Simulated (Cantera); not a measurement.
Cantera run:

```python
import numpy as np
import cantera as ct

gas_names = [...]  # 114 gases of nasa_gas.yaml made of C, Fe, H, O
cond_names = """
    C(gr) C6H6(L) C7H8(L) C8H18(L),n-octa Fe(a) Fe(c) Fe(d) Fe(L) FeC5O5(L) FeO(s) FeO(L) Fe(OH)2(s)
    Fe(OH)3(s) Fe2O3(s) Fe3O4(s) H2O(s) H2O(L)
""".split()


# ... load() reads the species with a 1 bar reference pressure and builds the phases ...
atoms = {
    'Fe3O4': {'Fe': 3, 'O': 4},
    'CH4': {'C': 1, 'H': 4},
    'CO': {'C': 1, 'O': 1},
}
top_T = {'C(gr)': 4500, 'Fe2O3(s)': 1830, 'Fe3O4(s)': 1870}  # K; cautious upper limits of use, not melting points


# ... equilibrate(T, P, feed) seeds the gas with the atoms and calls Mixture.equilibrate('TP', solver="vcs", rtol=1e-11, max_steps=5000) ...
results = []
feed = {'Fe3O4': 1, 'CH4': 2.9, 'CO': 0.53}  # mol
P = 880000  # Pa
for T in [1648, 1723, 1798, 1873, 1948, 2023, 2098, 2173, 2248, 2323]:
    mix = equilibrate(T, P, feed)
    results.append((T, P, feed, dict(zip(mix.species_names, mix.species_moles))))

top = {s: max(r[3][s] / sum(r[3][g] for g in gas_names) for r in results) for s in gas_names}
cols = sorted((s for s in top if top[s] > 0.0001), key=lambda s: -top[s])[:9]
seen = [c for c in cond_names if any(r[3].get(c, 0) > 1e-12 for r in results)]
print("log10 of partial pressures in bar; condensed amounts in mol")
print(f"{'T/K':>10s}" + "".join(f"{s[:9]:>10s}" for s in cols + seen))
for T, P, feed, n in results:
    ng = sum(n[g] for g in gas_names)
    print(f"{T:10.4g}" + "".join(f"{np.log10(max(n[s] / ng * P / 1e5, 1e-99)):10.3f}" for s in cols)
          + "".join(f"{n.get(c, 0):10.4g}" for c in seen))
```

Output:

```
log10 of partial pressures in bar; condensed amounts in mol
       T/K        H2        CO       H2O       CO2         H        Fe     Fe(c)     Fe(d)     Fe(L)
      1648     0.668     0.490    -0.061    -0.745    -3.716    -5.584         3         0         0
      1723     0.667     0.492    -0.055    -0.776    -3.405    -5.040         0         3         0
      1798     0.666     0.493    -0.050    -0.804    -3.120    -4.543         0         3         0
      1873     0.665     0.494    -0.045    -0.830    -2.857    -4.102         0         0         3
      1948     0.665     0.495    -0.042    -0.853    -2.615    -3.699         0         0         3
      2023     0.664     0.496    -0.039    -0.875    -2.390    -3.327         0         0     2.999
      2098     0.663     0.497    -0.036    -0.895    -2.180    -2.984         0         0     2.999
      2173     0.662     0.498    -0.034    -0.914    -1.985    -2.666         0         0     2.997
      2248     0.661     0.498    -0.032    -0.931    -1.803    -2.370         0         0     2.995
      2323     0.660     0.498    -0.031    -0.947    -1.633    -2.095         0         0     2.991
```

These are equilibrium values from Cantera (NASA tables, ideal gas, pure condensed phases), not measurements of a reactor.
